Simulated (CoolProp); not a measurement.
Vapour pressure (kPa) of carbonyl sulfide: the reference equation beside estimates from Tc = 378.8 K, pc = 6369 kPa, ω = 0.098. Clausius-Clapeyron is anchored at 298.5 K with a constant enthalpy of vaporisation of 14.70 kJ/mol.

Computed with CoolProp (reference Helmholtz-energy equation of state, Lemmon 2006). It is a short technical equation, of lower accuracy than the large ones.

| T (K) | reference | Clausius-Clapeyron | Redlich-Kwong |
|---|---|---|---|
| 253.9 | 350.3 | 456.7 | 382.2 |
| 262.8 | 471.9 | 578.1 | 516.5 |
| 271.7 | 622.7 | 720.7 | 682.2 |
| 280.7 | 808.8 | 887.9 | 885.2 |
| 289.6 | 1030 | 1077 | 1125 |
| 298.5 | 1293 | 1293 | 1406 |
| 307.4 | 1601 | 1534 | 1733 |
| 316.3 | 1959 | 1804 | 2109 |
| 325.2 | 2371 | 2102 | 2536 |
| 334.1 | 2843 | 2430 | 3019 |
| 343 | 3380 | 2787 | 3559 |

Absolute difference from the reference over all 11 rows, mean and median: Clausius-Clapeyron 12.6 and 11.3 %, Redlich-Kwong 8.2 and 8.7 %.
